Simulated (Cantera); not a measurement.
A Cantera script and what it prints.

```python
import numpy as np
import cantera as ct

gas_names = """
    CL CL2 H HCL H2 Si SiCL SiCL2 SiCL3 SiCL4 SiH SiHCL3 SiH2 SiH2CL2 SiH3 SiH3CL SiH4 Si2 Si3
""".split()
cond_names = """
    Si(cr) Si(L)
""".split()


# ... load() reads the species with a 1 bar reference pressure and builds the phases ...
atoms = {
    'Si2H6': {'Si': 2, 'H': 6},
    'Cl2': {'CL': 2},
    'H2': {'H': 2},
}
top_T = {}  # K; cautious upper limits of use, not melting points


# ... equilibrate(T, P, feed) seeds the gas with the atoms and calls Mixture.equilibrate('TP', solver="vcs", rtol=1e-11, max_steps=5000) ...
results = []
feed = {'Si2H6': 1, 'Cl2': 0.25, 'H2': 160}  # mol
P = 1000  # Pa
for T in [1300, 1350, 1400, 1450, 1500, 1550, 1600, 1650, 1700, 1750]:
    mix = equilibrate(T, P, feed)
    results.append((T, P, feed, dict(zip(mix.species_names, mix.species_moles))))

top = {s: max(r[3][s] / sum(r[3][g] for g in gas_names) for r in results) for s in gas_names}
cols = sorted((s for s in top if top[s] > 0.001), key=lambda s: -top[s])[:9]
seen = [c for c in cond_names if any(r[3].get(c, 0) > 1e-12 for r in results)]
print("log10 of partial pressures in bar; condensed amounts in mol")
print(f"{'T/K':>10s}" + "".join(f"{s[:9]:>10s}" for s in cols + seen))
for T, P, feed, n in results:
    ng = sum(n[g] for g in gas_names)
    print(f"{T:10.4g}" + "".join(f"{np.log10(max(n[s] / ng * P / 1e5, 1e-99)):10.3f}" for s in cols)
          + "".join(f"{n.get(c, 0):10.4g}" for c in seen))
```

Result:

```
log10 of partial pressures in bar; condensed amounts in mol
       T/K        H2       HCL         H    Si(cr)     Si(L)
      1300    -2.001    -4.521    -6.957     1.996         0
      1350    -2.001    -4.521    -6.624     1.996         0
      1400    -2.001    -4.522    -6.314     1.996         0
      1450    -2.001    -4.522    -6.025     1.995         0
      1500    -2.001    -4.522    -5.755     1.995         0
      1550    -2.001    -4.523    -5.502     1.994         0
      1600    -2.002    -4.523    -5.265     1.992         0
      1650    -2.002    -4.524    -5.043     1.988         0
      1700    -2.002    -4.524    -4.833         0     1.979
      1750    -2.002    -4.525    -4.635         0     1.963
```

These are equilibrium values from Cantera (NASA tables, ideal gas, pure condensed phases), not measurements of a reactor. The feed counts by its element totals alone. Gases not in the tables: Si2H6 and higher silanes.
